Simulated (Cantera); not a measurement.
A perfectly stirred reactor is fed with H2 : O2 : N2 = 1.6 : 1 : 1.3 (molar parts), at 0.610 bar; it is held at 1398 K, and followed from long to short residence time.

Computed with Cantera and GRI-Mech 3.0 (53 species, 325 reactions). The temperature is held fixed by assumption; the heat of reaction is taken as removed at once.

Task: What does this change do: H2 1.6 to 2.1 parts?

Result: 
| quantity | before | after |
|---|---|---|
| x(H2) at τ = 9.30 s | 4.07e-5 | 0.0295 |
| x(O2) at τ = 9.30 s | 0.0645 | 5.58e-5 |
| x(HO2) at τ = 9.30 s | 8.75e-7 | 7.47e-8 |
| x(NO2) at τ = 9.30 s | 4.91e-9 | 4.96e-12 |
| x(OH) at τ = 9.30 s | 0.000221 | 8.82e-5 |
| x(H2) at τ = 77.0 ms | 0.000985 | 0.0309 |
| x(O2) at τ = 77.0 ms | 0.0646 | 0.00108 |
| x(HO2) at τ = 77.0 ms | 1.64e-5 | 1.55e-6 |
| x(NO2) at τ = 77.0 ms | 3.59e-9 | 7.92e-11 |
| x(OH) at τ = 77.0 ms | 0.00106 | 0.000794 |
